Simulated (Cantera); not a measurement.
Si2Cl6 + H2 (silicon epitaxy and polysilicon growth)

Input: 1 mol Si2Cl6, 67 mol H2, at 263 Torr.

Cantera equilibrium calculation (NASA polynomials, part measured and part estimated; ideal gas, pure solids and liquids). Candidate condensed phases: Si; 19 gas species. The feed counts by its element totals alone. The tables' values for SiCl3 are old estimates; treat these amounts as uncertain. Gases not in the tables: Si2H6 and higher silanes. Equilibrium is a limit: real reactors are often held back by kinetics, nucleation or transport.

```json
[
 {"T (°C)": "1050", "log p H2": "-0.48", "log p HCl": "-1.77", "log p SiCl2": "-2.63", "log p SiCl4": "-3.03", "log p SiHCl3": "-3.04", "n Si(s)": "1.01"},
 {"T (°C)": "1100", "log p H2": "-0.49", "log p HCl": "-1.74", "log p SiCl2": "-2.53", "log p SiCl4": "-3.28", "log p SiHCl3": "-3.23", "n Si(s)": "1.05"},
 {"T (°C)": "1150", "log p H2": "-0.49", "log p HCl": "-1.71", "log p SiCl2": "-2.46", "log p SiCl4": "-3.56", "log p SiHCl3": "-3.44", "n Si(s)": "1.07"},
 {"T (°C)": "1200", "log p H2": "-0.49", "log p HCl": "-1.70", "log p SiCl2": "-2.42", "log p SiCl4": "-3.85", "log p SiHCl3": "-3.67", "n Si(s)": "1.07"},
 {"T (°C)": "1250", "log p H2": "-0.49", "log p HCl": "-1.70", "log p SiCl2": "-2.39", "log p SiCl4": "-4.15", "log p SiHCl3": "-3.89", "n Si(s)": "1.07"},
 {"T (°C)": "1300", "log p H2": "-0.49", "log p HCl": "-1.69", "log p SiCl2": "-2.37", "log p SiCl4": "-4.44", "log p SiHCl3": "-4.11", "n Si(s)": "1.07"},
 {"T (°C)": "1350", "log p H2": "-0.49", "log p HCl": "-1.69", "log p SiCl2": "-2.35", "log p SiCl4": "-4.72", "log p SiHCl3": "-4.33", "n Si(s)": "1.06"},
 {"T (°C)": "1400", "log p H2": "-0.49", "log p HCl": "-1.69", "log p SiCl2": "-2.34", "log p SiCl4": "-4.99", "log p SiHCl3": "-4.53", "n Si(s)": "1.05"}
]
```
log p: log10 of the partial pressure in bar; n: condensed amount in mol.

From 1050 °C to 1400 °C the condensed part is Si(s). The main Si-bearing gas is SiCl2 throughout. The share of Si in condensed phases is highest at 1200 °C (53.7 %) and lowest at 1050 °C (50.5 %).
